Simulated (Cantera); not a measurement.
Charge: 1 mol Ti, 0.96 mol CO, 70 mol H2, equilibrated at 75.0 Torr.

These are equilibrium values from Cantera (NASA tables, ideal gas, pure condensed phases), not measurements of a reactor. Candidate condensed phases: C, C6H6, C7H8, C8H18, H2O, Ti, TiC, TiO, TiO2, Ti2O3, Ti3O5, Ti4O7; 113 gas species. Mutual solubility and eutectic melting of coexisting phases are not modelled. TiC, TiO: taken at fixed stoichiometry. Condensed phases not in the tables: solid solutions among these carbides, nitrides and lower oxides. Kinetics and transport are ignored.

x: gas mole fraction; n: condensed amount in mol.

```tsv
T (K)	x H2	x CO	x H	x H2O	x TiO	x CH4	x Ti	n TiC(s)	n Ti2O3(s)	n TiO(s)	n TiO(l)
1473	0.995	0.00510	3.99e-5	3.59e-5	1.62e-11	8.60e-6	<1e-12	0.601	0.200	0	0
1523	0.995	0.00510	7.29e-5	3.78e-5	9.23e-11	4.46e-6	2.02e-12	0.601	0.200	0	0
1573	0.995	0.00510	0.000128	3.96e-5	4.70e-10	2.42e-6	1.51e-11	0.601	0.199	0	0
1623	0.995	0.00510	0.000218	4.13e-5	2.16e-9	1.36e-6	9.95e-11	0.601	0.199	0	0
1673	0.994	0.00510	0.000359	4.30e-5	9.03e-9	7.96e-7	5.84e-10	0.601	0.199	0	0
1723	0.993	0.00650	0.000575	4.85e-5	3.22e-8	5.61e-7	2.64e-9	0.502	0	0.498	0
1773	0.993	0.00650	0.000896	4.63e-5	9.73e-8	3.78e-7	1.17e-8	0.502	0	0.498	0
1823	0.992	0.00650	___	4.43e-5	___	___	___	0.502	0	0.498	0
1873	0.991	0.00650	0.00203	4.24e-5	7.37e-7	1.84e-7	1.80e-7	0.501	0	0.498	0
1923	0.990	0.00650	___	4.06e-5	___	___	___	0.501	0	0.498	0
1973	0.989	0.00650	0.00424	3.89e-5	4.49e-6	9.64e-8	2.08e-6	0.501	0	0.498	0
2023	0.987	0.00649	0.00597	3.73e-5	1.03e-5	7.16e-8	6.44e-6	0.501	0	0	0.498
```

Problem. Complete the blanks.

Solution. 
- 1823, x H: 0.00136
- 1823, x TiO: 2.76e-7
- 1823, x CH4: 2.61e-7
- 1823, x Ti: 4.77e-8
- 1923, x H: 0.00296
- 1923, x TiO: 1.86e-6
- 1923, x CH4: 1.32e-7
- 1923, x Ti: 6.32e-7
